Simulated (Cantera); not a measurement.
Cantera run, input and output.

```python
import numpy as np
import cantera as ct

gas = ct.Solution("SiF4_NH3_mec.yaml", "gas")
gas.TPX = 1475, 130000, {'NH3': 1, 'N2': 0.19}
reactor = ct.IdealGasConstPressureReactor(gas, energy="off", clone=False)
net = ct.ReactorNet([reactor])
net.rtol, net.atol = 1e-08, 1e-18
show = ['NH3', 'N2', 'NH2', 'H', 'NH', 'N2H4']
times = np.geomspace(0.0002, 200, 11)

steps = ct.SolutionArray(gas, extra=["t"])
rows = []
print(f"{'t/s':>10s}{'T/K':>9s}{'P/Pa':>11s}" + "".join(f"{s:>11s}" for s in show))
for t in times:
    while net.time < t:
        t_next = net.step()
        steps.append(gas.state, t=t_next)
    rows.append([np.interp(t, steps.t, y) for y in (steps.T, steps.P, *steps(*show).X.T)])
    print(f"{t:10.3e}{rows[-1][0]:9.1f}{rows[-1][1]:11.4g}" + "".join(f"{x:11.3e}" for x in rows[-1][2:]))
rate = np.gradient(steps.T, steps.t)
print("integrator steps:", len(steps.t))
if steps.T.max() > steps.T[0] + 200:
    print(f"time of steepest temperature rise: {steps.t[rate.argmax()]:.4e} s")
gas.TPX = 1475, 130000, {'NH3': 1, 'N2': 0.19}
gas.equilibrate("TP")
print(f"equilibrium (TP): T = {gas.T:.1f} K  " + "  ".join(f"{s} {gas[s].X[0]:.3e}" for s in show))
```

Result:

```
       t/s      T/K       P/Pa        NH3         N2        NH2          H         NH       N2H4
 2.000e-04   1475.0    1.3e+05  8.403e-01  1.597e-01  1.876e-06  7.158e-10  1.507e-10  6.834e-10
 7.962e-04   1475.0    1.3e+05  8.403e-01  1.597e-01  7.393e-06  8.028e-10  2.619e-09  1.137e-08
 3.170e-03   1475.0    1.3e+05  8.403e-01  1.597e-01  2.462e-05  1.940e-09  2.422e-08  1.281e-07
 1.262e-02   1475.0    1.3e+05  8.401e-01  1.597e-01  3.275e-05  6.031e-09  3.947e-08  2.270e-07
 5.024e-02   1475.0    1.3e+05  8.391e-01  1.599e-01  3.269e-05  1.997e-08  4.005e-08  2.262e-07
 2.000e-01   1475.0    1.3e+05  8.354e-01  1.606e-01  3.243e-05  7.478e-08  4.191e-08  2.226e-07
 7.962e-01   1475.0    1.3e+05  8.209e-01  1.632e-01  3.155e-05  2.837e-07  4.582e-08  2.107e-07
 3.170e+00   1475.0    1.3e+05  7.697e-01  1.727e-01  2.898e-05  1.005e-06  4.728e-08  1.778e-07
 1.262e+01   1475.0    1.3e+05  6.300e-01  1.985e-01  2.278e-05  2.869e-06  3.826e-08  1.099e-07
 5.024e+01   1475.0    1.3e+05  4.023e-01  2.407e-01  1.363e-05  5.596e-06  2.193e-08  3.937e-08
 2.000e+02   1475.0    1.3e+05  1.955e-01  2.789e-01  6.220e-06  7.738e-06  9.465e-09  8.205e-09
integrator steps: 1150
equilibrium (TP): T = 1475.0 K  NH3 2.724e-05  N2 3.151e-01  NH2 8.147e-10  H 9.476e-06  NH 1.169e-12  N2H4 1.415e-16
```

Computed with Cantera and the gas-phase N/H chemistry of the illustrative SiF4/NH3 mechanism in the Surface Chemkin manual (1991). Walls and surfaces, which speed up NH3 decomposition in real reactors, are not modelled.
